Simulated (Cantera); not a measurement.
What does this Cantera script print?

```python
import numpy as np
import cantera as ct

gas_names = """
    C CN CO CO2 C2 CCN CNC C2N2 C2O C3 C3O2 C4 C4N2 C5 N NCO NO NO2 NO3 N2 N2O O O2 O3 Ti TiO TiO2
""".split()
cond_names = """
    C(gr) Ti(a) Ti(b) Ti(L) TiC(s) TiC(L) TiN(s) TiN(L) TiO(a) TiO(b) TiO(L) TiO2(ru) TiO2(L) Ti2O3(a)
    Ti2O3(b) Ti2O3(L) Ti3O5(a) Ti3O5(b) Ti3O5(L) Ti4O7(s) Ti4O7(L)
""".split()


# ... load() reads the species with a 1 bar reference pressure and builds the phases ...
atoms = {
    'Ti': {'Ti': 1},
    'CO2': {'C': 1, 'O': 2},
    'N2': {'N': 2},
}
top_T = {'C(gr)': 4500}  # K; cautious upper limits of use, not melting points


# ... equilibrate(T, P, feed) seeds the gas with the atoms and calls Mixture.equilibrate('TP', solver="vcs", rtol=1e-11, max_steps=5000) ...
results = []
feed = {'Ti': 1, 'CO2': 4.3, 'N2': 110}  # mol
P = 17000  # Pa
for T in [725, 800, 875, 950, 1025, 1100, 1175, 1250, 1325, 1400, 1475, 1550]:
    mix = equilibrate(T, P, feed)
    results.append((T, P, feed, dict(zip(mix.species_names, mix.species_moles))))

top = {s: max(r[3][s] / sum(r[3][g] for g in gas_names) for r in results) for s in gas_names}
cols = sorted((s for s in top if top[s] > 1e-06), key=lambda s: -top[s])[:8]
seen = [c for c in cond_names if any(r[3].get(c, 0) > 1e-12 for r in results)]
print("log10 of partial pressures in bar; condensed amounts in mol")
print(f"{'T/K':>10s}" + "".join(f"{s[:9]:>10s}" for s in cols + seen))
for T, P, feed, n in results:
    ng = sum(n[g] for g in gas_names)
    print(f"{T:10.4g}" + "".join(f"{np.log10(max(n[s] / ng * P / 1e5, 1e-99)):10.3f}" for s in cols)
          + "".join(f"{n.get(c, 0):10.4g}" for c in seen))
```

Output:

```
log10 of partial pressures in bar; condensed amounts in mol
       T/K        N2       CO2        CO     C(gr)  TiO2(ru)
       725    -0.785    -2.389    -2.775    0.4372         1
       800    -0.786    -2.466    -2.527         0         1
       875    -0.786    -2.466    -2.527         0         1
       950    -0.786    -2.466    -2.527         0         1
      1025    -0.786    -2.466    -2.527         0         1
      1100    -0.786    -2.466    -2.527         0         1
      1175    -0.786    -2.466    -2.527         0         1
      1250    -0.786    -2.466    -2.527         0         1
      1325    -0.786    -2.466    -2.527         0         1
      1400    -0.786    -2.466    -2.527         0         1
      1475    -0.786    -2.466    -2.527         0         1
      1550    -0.786    -2.466    -2.527         0         1
```

Cantera equilibrium calculation (NASA polynomials, part measured and part estimated; ideal gas, pure solids and liquids).
